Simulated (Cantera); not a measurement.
Charge: 1 mol Si, 2.2 mol HBr, held at 1098.15 K and 13.3 mbar.

Cantera equilibrium calculation (NASA polynomials, part measured and part estimated; ideal gas, pure solids and liquids). Candidate condensed phases: Br2, Si; 19 gas species. The tables' values for SiBr3 are old estimates; treat these amounts as uncertain. The numbers say what is thermodynamically allowed, not how fast it happens.

Base state: H2 0.565, SiBr4 0.252, HBr 0.126, SiBr2 0.0383, SiHBr3 0.00970, SiBr3 0.00883, SiH2Br2 0.000177, Br 2.88e-5 (mole fractions); condensed: Si(s).

**Question.** What changes in the equilibrium state with this change: pressure from 13.3 mbar to 3.00 Pa?

**Answer.** 
| species | before | after |
|---|---|---|
| H2 | 0.565 | 0.376 |
| SiBr2 | 0.0383 | 0.294 |
| HBr | 0.126 | 0.285 |
| SiBr4 | 0.252 | 0.0335 |
| SiH2Br2 | 0.000177 | 2.04e-6 |
| Br | 2.88e-5 | 0.00168 |
| SiHBr3 | 0.00970 | 0.000380 |
| SiBr3 | 0.00883 | 0.00893 |
| Si(s), mol | 0.463 | 0.285 |
